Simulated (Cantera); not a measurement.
Thermodynamics of silicon nitride deposition, feed SiCl₄ + NH₃ + H₂

Feed: 1 mol SiCl₄, 14 mol NH₃, 15 mol H₂, at 1152 °C and 11.0 mbar.

These are equilibrium values from Cantera (NASA tables, ideal gas, pure condensed phases), not measurements of a reactor. Candidate condensed phases: NH₄Cl, Si, Si₃N₄; 28 gas species. The tables' values for SiCl₃ are old estimates; treat these amounts as uncertain. Kinetics and transport are ignored.

```json
{
 "x(H₂)": "0.767",
 "x(N₂)": "0.143",
 "x(HCl)": "0.0879",
 "x(SiCl₂)": "0.00104",
 "x(H)": "5.70e-5",
 "x(SiCl₃)": "4.54e-5",
 "x(SiCl₄)": "7.78e-6",
 "x(Cl)": "5.34e-6",
 "x(SiHCl₃)": "5.32e-6",
 "n(Si₃N₄(s))": "0.317 mol",
 "gas_amount": "44.37 mol",
 "log10 activity of Si(s) (absent)": "-1.47"
}
```
